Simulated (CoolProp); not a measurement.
Vapour-liquid equilibrium of ethanol (1) + p-xylene (2) at 49.9 kPa; x and y are mole fractions of (1).

The numbers come from the multi-fluid Helmholtz-energy mixture model, Schroeder 2014 and Zhou 2012; pair parameters Bell 2016 in CoolProp.

**Question.** Give the bubble temperature and the first vapour's composition at x = 0.05, 0.35, 0.8. Is there an azeotrope?

**Answer.** x = 0.05: 83.2 °C, y = 0.655; x = 0.35: 65.0 °C, y = 0.848; x = 0.8: 63.1 °C, y = 0.896. No azeotrope shows between x = 0.05 and 0.95.

The pair parameters rest on a limited set of measurements; away from them the model extrapolates. With so large a gap from Raoult's law the liquid may split in two, which this calculation doesn't test in full.
